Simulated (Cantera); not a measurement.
Equilibrium for silicon epitaxy and polysilicon growth: SiH2Cl2 + HCl + H2

Input: 1 mol SiH2Cl2, 0.042 mol HCl, a varied amount of H2, equilibrated at 1475 K and 1 atm.

Cantera equilibrium calculation (NASA polynomials, part measured and part estimated; ideal gas, pure solids and liquids). Candidate condensed phases: Si; 19 gas species. The tables' values for SiCl3 are old estimates; treat these amounts as uncertain. Equilibrium is a limit: real reactors are often held back by kinetics, nucleation or transport.

From 13 mol H2 to 750 mol H2 the condensed part is Si(s). The main Si-bearing gas is SiCl2 throughout. The share of Si in condensed phases is highest at 750 mol H2 (97.9 %) and lowest at 13 mol H2 (59.2 %).

```
n(H2) (mol)  log p H2  log p HCl  log p SiCl2  log p SiCl3  log p SiHCl3  n Si(s)
-----------  --------  ---------  -----------  -----------  ------------  -------
13              -0.04      -1.15        -1.76        -2.43         -2.47    0.592
23              -0.02      -1.28        -2.04        -2.84         -2.88    0.678
41              -0.01      -1.44        -2.38        -3.34         -3.38    0.769
73              -0.01      -1.63        -2.77        -3.93         -3.96    0.848
130              0.00      -1.85        -3.20        -4.58         -4.60    0.906
230              0.00      -2.07        -3.65        -5.26         -5.29    0.943
420              0.00      -2.32        -4.15        -6.01         -6.03    0.967
750              0.00      -2.57        -4.64        -6.75         -6.77    0.979
```
log p: log10 of the partial pressure in bar; n: condensed amount in mol.
